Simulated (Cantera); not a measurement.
A closed system holds: 1 mol HMDSO, 0.078 mol O3, 180 mol N2, equilibrated at 100000 Pa.

Equilibrium computed with Cantera from the NASA thermochemical tables; the gas is ideal and each condensed phase is pure. Candidate condensed phases: C, C6H6, C7H8, C8H18, H2O, Si, SiC, SiO2, Si2N2O, Si3N4; 151 gas species. The feed counts by its element totals alone. N2 is the only nitrogen source here; it is nearly inert below about 1500 K, so the nitride shown seldom forms there in practice. Mutual solubility and eutectic melting of coexisting phases are not modelled. Rates play no part.

x: gas mole fraction; n: condensed amount in mol.

```tsv
T (°C)	x N2	x H2	x CH4	x CO	x HCN	x H	n C(graphite)	n SiO2(α-quartz)	n Si2N2O(s)	n SiO2(β-quartz)	n SiC(s)
377	0.965	0.0224	0.0130	3.33e-9	1.32e-10	<1e-12	3.58	0.156	0.922	0	0
477	0.957	0.0385	0.00474	2.85e-7	4.70e-9	<1e-12	5.11	0.156	0.922	0	0
577	0.953	0.0453	0.00128	8.46e-6	6.36e-8	4.36e-12	5.76	0	0.923	0.155	0
677	0.952	0.0471	(withheld)	(withheld)	(withheld)	(withheld)	5.91	0	0.930	(withheld)	0
777	0.951	0.0476	0.000129	0.00103	2.37e-6	1.77e-9	5.78	0	0.987	0.0256	0
877	0.951	0.0477	5.32e-5	0.00124	8.90e-6	1.63e-8	5.75	0	1.00	0	0
977	0.951	0.0477	2.51e-5	0.00124	2.70e-5	1.06e-7	5.76	0	1.00	0	0
1077	0.951	0.0477	1.31e-5	0.00124	6.94e-5	5.21e-7	5.75	0	1.00	0	0
1177	0.951	0.0477	(withheld)	0.00124	(withheld)	(withheld)	5.73	0	1.000	0	0
1277	0.951	0.0476	4.61e-6	0.00124	0.000316	6.87e-6	5.70	0	1.000	0	0
1377	0.951	0.0475	3.00e-6	0.00124	0.000587	1.98e-5	5.65	0	1.000	0	0
1477	0.946	0.0468	2.00e-6	0.00642	0.00100	5.03e-5	2.60	0	0.00663	0	1.98
1577	0.945	0.0464	1.41e-6	0.00645	0.00163	0.000116	2.45	0	0	0	1.99
1677	0.945	0.0458	1.02e-6	0.00643	0.00251	0.000245	2.27	0	0	0	1.99
```

Problem. What belongs in the gaps?

Solution. 
- 1177, x CH4: 7.52e-6
- 1177, x HCN: 0.000156
- 1177, x H: 2.07e-6
- 677, x CH4: 0.000372
- 677, x CO: 0.000121
- 677, x HCN: 4.73e-7
- 677, x H: 1.21e-10
- 677, n SiO2(β-quartz): 0.140
